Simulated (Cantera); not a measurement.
What does this Cantera script print?

```python
import numpy as np
import cantera as ct

gas = ct.Solution("SiF4_NH3_mec.yaml", "gas")
gas.TPX = 1675, 2666, {'NH3': 1, 'N2': 0.18}
inlet = ct.Reservoir(gas, clone=True)

reactor = ct.IdealGasConstPressureReactor(gas, energy="off", clone=False)
exhaust = ct.Reservoir(gas, clone=True)
tau = [18, 6.3, 2.1, 0.73, 0.25, 0.085, 0.029, 0.01, 0.0034, 0.0012, 0.0004][0]
for a, b in ((inlet, reactor), (reactor, exhaust)):
    ct.MassFlowController(a, b, mdot=lambda t: reactor.mass / tau)
net = ct.ReactorNet([reactor])
show = ['NH3', 'N2', 'H2', 'H', 'N', 'N2H4']

rows = []
print(f"{'tau/s':>10s}{'T/K':>9s}" + "".join(f"{s:>11s}" for s in show))
for tau in [18, 6.3, 2.1, 0.73, 0.25, 0.085, 0.029, 0.01, 0.0034, 0.0012, 0.0004]:
    net.initial_time = 0.0
    net.advance(30 * tau)
    before = gas.X
    net.advance(40 * tau)
    drift = np.max(np.abs(gas.X - before) / (gas.X + 1e-9))
    rows.append([gas.T, *gas[show].X, drift])
    print(f"{tau:10.3e}{gas.T:9.1f}" + "".join(f"{x:11.3e}" for x in gas[show].X))
```

Result:

```
     tau/s      T/K        NH3         N2         H2          H          N       N2H4
 1.800e+01   1675.0  4.610e-01  2.252e-01  3.136e-01  4.764e-05  7.181e-08  9.019e-09
 6.300e+00   1675.0  6.459e-01  1.904e-01  1.635e-01  2.263e-05  5.898e-08  1.463e-08
 2.100e+00   1675.0  7.662e-01  1.677e-01  6.583e-02  8.882e-06  3.616e-08  1.930e-08
 7.300e-01   1675.0  8.177e-01  1.580e-01  2.395e-02  3.295e-06  1.572e-08  2.196e-08
 2.500e-01   1675.0  8.376e-01  1.543e-01  7.800e-03  1.113e-06  5.158e-09  2.203e-08
 8.500e-02   1675.0  8.446e-01  1.530e-01  2.139e-03  3.266e-07  1.380e-09  1.779e-08
 2.900e-02   1675.0  8.469e-01  1.526e-01  3.772e-04  7.146e-08  2.417e-10  8.035e-09
 1.000e-02   1675.0  8.473e-01  1.525e-01  4.943e-05  1.983e-08  3.458e-11  1.352e-09
 3.400e-03   1675.0  8.474e-01  1.525e-01  1.220e-05  1.447e-08  5.740e-12  1.587e-10
 1.200e-03   1675.0  8.474e-01  1.525e-01  4.123e-06  1.392e-08  4.137e-13  1.933e-11
 4.000e-04   1675.0  8.475e-01  1.525e-01  1.359e-06  1.377e-08  1.309e-14  1.991e-12
```

Computed with Cantera and the gas-phase N/H chemistry of the illustrative SiF4/NH3 mechanism in the Surface Chemkin manual (1991). Walls and surfaces, which speed up NH3 decomposition in real reactors, are not modelled.
